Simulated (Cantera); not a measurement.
## Catalytic combustion on Pt

An isothermal plug-flow reactor at 950 K and 3750 Torr (inlet), inlet velocity 0.35 m/s, active area per volume 110 1/m; feed 0.249 % CO, 1.81 % O₂, 89.5 % N₂, 8.39 % H₂O, equivalence ratio 0.069.

Computed with Cantera and Deutschmann's 1995 Pt surface mechanism with GRI-Mech 3.0 gas chemistry. Catalytic surfaces can have several steady states; this one follows from the mechanism file's or the stated starting coverage. Mass transfer to the wall is taken as infinitely fast.

```tsv
z (m)	x CO	x O₂	x H₂O	x CO₂	θ free Pt	θ O*	θ OH*	θ CO*
8.6e-05	0.000691	0.0173	0.0840	0.00181	0.213	0.771	0.0142	0.00187
0.00015	0.000531	0.0172	0.0840	0.00197	0.187	0.798	0.0136	0.00108
0.00027	0.000357	0.0171	0.0840	0.00214	0.170	0.816	0.0131	0.000589
0.00048	0.000197	0.0170	0.0840	0.00230	0.159	0.827	0.0127	0.000280
0.00086	7.46e-5	0.0169	0.0840	0.00242	0.153	0.835	0.0125	9.69e-5
0.0015	1.60e-5	0.0169	0.0840	0.00248	0.150	0.838	0.0124	2.00e-5
0.0027	9.46e-7	0.0169	0.0840	0.00250	0.149	0.838	0.0124	1.17e-6
0.0048	6.80e-9	0.0169	0.0840	0.00250	0.149	0.838	0.0124	8.39e-9
0.0086	<1e-12	0.0169	0.0840	0.00250	0.149	0.838	0.0124	1.13e-12
```
x: gas mole fraction; θ: surface coverage.
